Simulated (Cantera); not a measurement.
A closed system holds: 1 mol SiH₂Cl₂, 1 mol HCl, a varied amount of H₂, at 1450 K and 7.20 Torr.

These are equilibrium values from Cantera (NASA tables, ideal gas, pure condensed phases), not measurements of a reactor. Candidate condensed phases: Si; 19 gas species. The numbers say what is thermodynamically allowed, not how fast it happens.

Question: What share of the Si ends up in condensed phases as a function of n(H₂) (mol), at 42, 54, 69, 90, 120, 150, 190, 250, 320, 420, 540, 700, 900?

Answer: 
```tsv
n(H₂) (mol)	Si condensed (%)	as
42	62.6	Si(s)
54	68.0	Si(s)
69	72.8	Si(s)
90	77.5	Si(s)
120	82.0	Si(s)
150	84.9	Si(s)
190	87.6	Si(s)
250	90.2	Si(s)
320	92.1	Si(s)
420	93.8	Si(s)
540	95.1	Si(s)
700	96.1	Si(s)
900	96.9	Si(s)
```
